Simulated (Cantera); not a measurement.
Mixture: C₃H₈ : O₂ : N₂ = 1 : 3.57 : 13.4 (molar parts), equivalence ratio 1.4, at 0.760 atm, adiabatic and at constant volume. Ignition delay is the time to a rise of 400 K.

Cantera simulation using GRI-Mech 3.0 (53 species, 325 reactions); the numbers are that mechanism's predictions, not measurements. GRI-Mech 3.0 was tuned for natural gas; its chemistry of propane as a main component is partial and can be far from experiment.

**Question.** What does this change do: pressure from 0.760 atm to 4.24 atm?

**Answer.** 
```tsv
quantity	before	after
delay at 1100 K	61.0 ms	21.6 ms
delay at 1300 K	1.05 ms	0.451 ms
delay at 1500 K	85.4 µs	29.8 µs
delay at 1700 K	21.3 µs	5.87 µs
apparent activation energy between 1600 and 1800 K	130 kJ/mol	150 kJ/mol
```

**Question.** What does this change do: pressure from 0.760 atm to 0.671 atm?

**Answer.** 
| quantity | before | after |
|---|---|---|
| delay at 1100 K | 61.0 ms | 64.9 ms |
| delay at 1300 K | 1.05 ms | 1.11 ms |
| delay at 1500 K | 85.4 µs | 92.6 µs |
| delay at 1700 K | 21.3 µs | 23.5 µs |
| apparent activation energy between 1600 and 1800 K | 130 kJ/mol | 120 kJ/mol |
